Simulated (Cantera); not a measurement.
Source: NASA polynomial tables (part measured, part estimated), evaluated in Cantera. Values are per mole of reaction as written; species without (g) are pure solids or liquids, kept so even where they would boil at 1 bar.

### Question
Between 1075 and 1450 K, where is each reaction favourable under standard conditions?
- Nb2O5 + H2(g) → H2O(g) + 2 NbO2

### Answer
- Nb2O5 + H2(g) → H2O(g) + 2 NbO2: ΔG° is 42 kJ at 1075 K and 31 kJ at 1450 K; it stays positive (K < 1). ΔH° is 74 kJ and ΔS° 30 J/K at 1450 K.
